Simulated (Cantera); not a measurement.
Source: NASA polynomial tables (part measured, part estimated), evaluated in Cantera. Values are per mole of reaction as written; species without (g) are pure solids or liquids, kept so even where they would boil at 1 bar.

2 HF(g) + Ba → 2 H(g) + BaF2, with ΔH° = -227.4 kJ and ΔS° = -84.0 J/K at 300 K.

**Question.** How far is the shortcut ΔG° ≈ ΔH°(300 K) − T·ΔS°(300 K) from the full temperature-dependent value at 1048, 1098, 1148, 1198, 1248, 1298, 1348, 1398, 1448 K?

**Answer.** 
```json
[
 {"T (K)": "1048", "shortcut (kJ)": "-139.3", "full (kJ)": "-155.9", "difference (kJ)": "16.6", "difference in log10 K": "-0.83", "condensed phases": "Ba(l), BaF2(s)"},
 {"T (K)": "1098", "shortcut (kJ)": "-135.1", "full (kJ)": "-153.3", "difference (kJ)": "18.2", "difference in log10 K": "-0.86", "condensed phases": "Ba(l), BaF2(s)"},
 {"T (K)": "1148", "shortcut (kJ)": "-130.9", "full (kJ)": "-150.8", "difference (kJ)": "19.9", "difference in log10 K": "-0.90", "condensed phases": "Ba(l), BaF2(s)"},
 {"T (K)": "1198", "shortcut (kJ)": "-126.7", "full (kJ)": "-148.4", "difference (kJ)": "21.7", "difference in log10 K": "-0.95", "condensed phases": "Ba(l), BaF2(s)"},
 {"T (K)": "1248", "shortcut (kJ)": "-122.5", "full (kJ)": "-146.2", "difference (kJ)": "23.7", "difference in log10 K": "-0.99", "condensed phases": "Ba(l), BaF2(s)"},
 {"T (K)": "1298", "shortcut (kJ)": "-118.3", "full (kJ)": "-144.1", "difference (kJ)": "25.8", "difference in log10 K": "-1.04", "condensed phases": "Ba(l), BaF2(s)"},
 {"T (K)": "1348", "shortcut (kJ)": "-114.1", "full (kJ)": "-142.2", "difference (kJ)": "28.1", "difference in log10 K": "-1.09", "condensed phases": "Ba(l), BaF2(s)"},
 {"T (K)": "1398", "shortcut (kJ)": "-109.9", "full (kJ)": "-140.4", "difference (kJ)": "30.5", "difference in log10 K": "-1.14", "condensed phases": "Ba(l), BaF2(s)"},
 {"T (K)": "1448", "shortcut (kJ)": "-105.7", "full (kJ)": "-138.7", "difference (kJ)": "33.0", "difference in log10 K": "-1.19", "condensed phases": "Ba(l), BaF2(s)"}
]
```
The shortcut ignores heat capacities and the phase changes listed.
